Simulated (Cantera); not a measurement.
A Cantera script and what it prints.

```python
import numpy as np
import cantera as ct

gas_names = """
    C CH CH2 CH3 CH2OH CH3O CH4 CH3OH CO CO2 COOH C2 C2H CHCO,ketyl C2H2,acetylene C2H2,vinylidene
    CH2CO,ketene C2H3,vinyl CH3CO,acetyl C2H4 C2H4O,ethylen CH3CHO,ethanal CH3COOH (HCOOH)2 C2H5 C2H6
    CH3OCH3 C2H5OH C2O C3 C3H3,propargyl C3H4,allene C3H4,propyne C3H4,cyclo- C3H5,allyl C3H6,propylene
    C3H6,cyclo- C3H6O C3H7,n-propyl C3H7,i-propyl C3H8 C3H8O,1propanol C3H8O,2propanol C3O2 C4 C4H2
    C4H4,1,3-cyclo- C4H6,butadiene C4H6,2-butyne C4H6,cyclo- C4H8,1-butene C4H8,cis2-buten
    C4H8,tr2-butene C4H8,isobutene C4H8,cyclo- (CH3COOH)2 C4H9,n-butyl C4H9,i-butyl C4H9,s-butyl
    C4H9,t-butyl C4H10,isobutane C4H10,n-butane C5 C5H6,1,3cyclo- C5H8,cyclo- C5H10,1-pentene
    C5H10,cyclo- C5H11,pentyl C5H11,t-pentyl C5H12,n-pentane C5H12,i-pentane CH3C(CH3)2CH3 C6H2
    C6H5,phenyl C6H5O,phenoxy C6H6 C6H5OH,phenol C6H10,cyclo- C6H12,1-hexene C6H12,cyclo- C6H13,n-hexyl
    C7H7,benzyl C7H8 C7H8O,cresol C7H14,1-heptene C7H15,n-heptyl C7H16,n-heptane C8H8,styrene
    C8H10,ethylbenz C8H16,1-octene C8H17,n-octyl C8H18,isooctane C8H18,n-octane C9H19,n-nonyl
    C10H8,naphthale C10H21,n-decyl C12H9,o-bipheny C12H10,bipheny H HCO HO2 H2 HCHO,formaldehy HCOOH H2O
    H2O2 O OH O2 O3 Pb PbO Pb2
""".split()
cond_names = """
    C(gr) C6H6(L) C7H8(L) C8H18(L),n-octa H2O(s) H2O(L) Pb(cr) Pb(L) PbO(rd) PbO(yw) PbO(L) PbO2(s)
    Pb3O4(s)
""".split()


def load(file, names, dense=False):
    # The tables refer to 1 bar. Condensed volumes are neglected.
    table = {s.name: s for s in ct.Species.list_from_file(file)}
    out = []
    for n in names:
        d = dict(table[n].input_data)
        d["thermo"] = dict(d["thermo"], **{"reference-pressure": 1e5})
        if dense:
            d["equation-of-state"] = {"model": "constant-volume", "density": "1e6 g/cm^3"}
        out.append(ct.Species.from_dict(d))
    return out


gas = ct.Solution(thermo="ideal-gas", species=load("nasa_gas.yaml", gas_names))
cond = {s.name: ct.Solution(thermo="fixed-stoichiometry", species=[s], name=s.name)
        for s in load("nasa_condensed.yaml", cond_names, dense=True)}
atoms = {
    'PbO': {'Pb': 1, 'O': 1},
    'CH4': {'C': 1, 'H': 4},
    'CO': {'C': 1, 'O': 1},
}
top_T = {'C(gr)': 4500, 'Pb3O4(s)': 820}  # K; cautious upper limits of use, not melting points


def equilibrate(T, P, feed):
    n = {}
    for name, mol in feed.items():
        for a, k in atoms[name].items():
            n[a] = n.get(a, 0.0) + k * mol
    gas.TPX = T, P, n
    mass = sum(n.values()) * gas.mean_molecular_weight
    gas.equilibrate("TP")
    valid = [c for c in cond.values() if c.min_temp <= T <= top_T.get(c.name, c.max_temp)]
    mix = ct.Mixture([(gas, mass / gas.mean_molecular_weight)] + [(c, 0.0) for c in valid])
    mix.T, mix.P = T, P
    mix.equilibrate("TP", solver="vcs", rtol=1e-11, max_steps=5000)
    return mix


results = []
feed = {'PbO': 1, 'CH4': 5, 'CO': 0.016}  # mol
T = 2050  # K
for P in [10, 42, 180, 750, 3200, 13000, 56000, 240000, 1000000]:
    mix = equilibrate(T, P, feed)
    results.append((T, P, feed, dict(zip(mix.species_names, mix.species_moles))))

top = {s: max(r[3][s] / sum(r[3][g] for g in gas_names) for r in results) for s in gas_names}
cols = sorted((s for s in top if top[s] > 0.0001), key=lambda s: -top[s])[:8]
seen = [c for c in cond_names if any(r[3].get(c, 0) > 1e-12 for r in results)]
print("log10 of partial pressures in bar; condensed amounts in mol")
print(f"{'P/Pa':>10s}" + "".join(f"{s[:9]:>10s}" for s in cols + seen))
for T, P, feed, n in results:
    ng = sum(n[g] for g in gas_names)
    print(f"{P:10.4g}" + "".join(f"{np.log10(max(n[s] / ng * P / 1e5, 1e-99)):10.3f}" for s in cols)
          + "".join(f"{n.get(c, 0):10.4g}" for c in seen))
```

It prints:

```
log10 of partial pressures in bar; condensed amounts in mol
      P/Pa        H2         H        CO        Pb       CH4 C2H2,acet       Pb2     C(gr)
        10    -4.179    -4.734    -5.115    -5.122   -11.786    -7.153   -12.598     3.981
        42    -3.505    -4.397    -4.471    -4.478   -10.439    -6.479   -11.310      3.98
       180    -2.848    -4.068    -3.828    -3.835    -9.125    -5.822   -10.024     3.979
       750    -2.217    -3.753    -3.203    -3.210    -7.862    -5.191    -8.774     3.979
      3200    -1.581    -3.435    -2.570    -2.577    -6.590    -4.555    -7.508     3.979
   1.3e+04    -0.969    -3.129    -1.960    -1.967    -5.366    -3.943    -6.288     3.978
   5.6e+04    -0.333    -2.811    -1.325    -1.332    -4.095    -3.307    -5.019     3.977
   2.4e+05     0.299    -2.495    -0.693    -0.700    -2.830    -2.675    -3.755     3.971
     1e+06     0.918    -2.185    -0.072    -0.082    -1.592    -2.056    -2.518     3.948
```

These are equilibrium values from Cantera (NASA tables, ideal gas, pure condensed phases), not measurements of a reactor.
